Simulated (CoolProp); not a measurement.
A closed Brayton cycle with nitrogen: compressor inlet 311.15 K and 6.5 MPa, high pressure 13.6 MPa, turbine inlet 720 K, compressor efficiency 0.8, turbine efficiency 0.9, recuperator effectiveness 0 (on enthalpy, no pinch check). Each further row changes one setting.

The numbers come from the reference Helmholtz-energy equation of state, Span 2000 in CoolProp.

```json
[
 {"case": "as stated", "thermal efficiency (%)": "?", "net work (kJ/kg)": "36.4", "compressor to turbine work": "0.73", "compressor exit (K)": "403.3", "turbine exit (K)": "601.2"},
 {"case": "turbine inlet 670 K", "thermal efficiency (%)": "9.1", "net work (kJ/kg)": "?", "compressor to turbine work": "0.78", "compressor exit (K)": "403.3", "turbine exit (K)": "558.3"},
 {"case": "compressor inlet 321.15 K", "thermal efficiency (%)": "?", "net work (kJ/kg)": "33.0", "compressor to turbine work": "?", "compressor exit (K)": "416.3", "turbine exit (K)": "601.2"},
 {"case": "high pressure 11.6 MPa", "thermal efficiency (%)": "8.7", "net work (kJ/kg)": "?", "compressor to turbine work": "?", "compressor exit (K)": "381.8", "turbine exit (K)": "625.1"},
 {"case": "recuperator effectiveness 0.5", "thermal efficiency (%)": "?", "net work (kJ/kg)": "36.4", "compressor to turbine work": "0.73", "compressor exit (K)": "403.3", "turbine exit (K)": "601.2"}
]
```

Complete the blanks.


- as stated, thermal efficiency (%): 10.3
- turbine inlet 670 K, net work (kJ/kg): 27.1
- compressor inlet 321.15 K, thermal efficiency (%): 9.7
- compressor inlet 321.15 K, compressor to turbine work: 0.75
- high pressure 11.6 MPa, net work (kJ/kg): 32.7
- high pressure 11.6 MPa, compressor to turbine work: 0.69
- recuperator effectiveness 0.5, thermal efficiency (%): 14.8
